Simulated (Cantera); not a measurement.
Feed: 1 mol CaCl2, 0.11 mol O2, 1.7 mol N2, held at 2048 K and 0.610 Pa.

These are equilibrium values from Cantera (NASA tables, ideal gas, pure condensed phases), not measurements of a reactor. Candidate condensed phases: Ca, CaCl2, CaO; 17 gas species. Condensed phases not in the tables: oxide chlorides. Rates play no part.

Base state: N2 0.483, Cl 0.183, CaCl2 0.168, Ca 0.0642, CaCl 0.0510, O 0.0392, O2 0.0102, NO 0.00150 (mole fractions); condensed: CaO(s).

Problem. What changes in the equilibrium state with this change: O2 from 0.11 to 0.27 mol?

Solution. 
```csv
species,before,after
N2,0.483,0.470
Cl,0.183,0.212
CaCl2,0.168,0.151
Ca,0.0642,0.0429
O,0.0392,0.0586
O2,0.0102,0.0228
CaCl,0.0510,0.0396
NO,0.00150,0.00222
CaO,0.000383,0.000383
"CaO(s), mol",0.00434,0.155
```
